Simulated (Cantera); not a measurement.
A closed system holds: 1 mol BF₃, 1.3 mol N₂, 0.17 mol NH₃, held at 17.0 mbar.

Equilibrium computed with Cantera from the NASA thermochemical tables; the gas is ideal and each condensed phase is pure. Candidate condensed phases: B, BN; 31 gas species. Equilibrium is a limit: real reactors are often held back by kinetics, nucleation or transport. All values below are at 1150 K.

Base state: N₂ 0.523, BF₃ 0.375, H₂ 0.0906, HF 0.0118, BHF₂ 0.000111 (mole fractions); condensed: BN(s).

### Question
What changes in the equilibrium state with this change: BF₃ replaced by B?

### Answer
```tsv
species	before	after
N₂	0.523	0.776
H₂	0.0906	0.224
BF₃	0.375	0
HF	0.0118	0
BHF₂	0.000111	0
BN(s), mol	0.0103	1.00
```
